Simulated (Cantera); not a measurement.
Feed: 1 mol B2H6, 9.1 mol O2, 11 mol N2, at 873.15 K and 13.3 mbar.

Cantera equilibrium calculation (NASA polynomials, part measured and part estimated; ideal gas, pure solids and liquids). Candidate condensed phases: B, BN, B2O3, B3O3H3, H2O; 39 gas species. The feed counts by its element totals alone. Gases not in the tables: H3BO3. Kinetics and transport are ignored.

Base state: N2 0.547, O2 0.304, H2O 0.149, (HBO2)3 0.000377 (mole fractions); condensed: B2O3(l).

What changes in the equilibrium state with this change: N2 from 11 to 0.47 mol?


```json
[
 {"species": "O2", "before": "0.304", "after": "0.638"},
 {"species": "H2O", "before": "0.149", "after": "0.312"},
 {"species": "N2", "before": "0.547", "after": "0.0491"},
 {"species": "(HBO2)3", "before": "0.000377", "after": "0.00115"},
 {"species": "B2O3(l), mol", "before": "0.989", "after": "0.984"}
]
```

What changes in the equilibrium state with this change: temperature from 873.15 K to 1925 K?


```tsv
species	before	after
N2	0.547	0.517
O2	0.304	0.282
H2O	0.149	0.0998
HBO2	4.08e-6	0.0788
B2O3	<1e-9	0.00574
BO2	<1e-9	0.00423
B2O3(l), mol	0.989	0
```
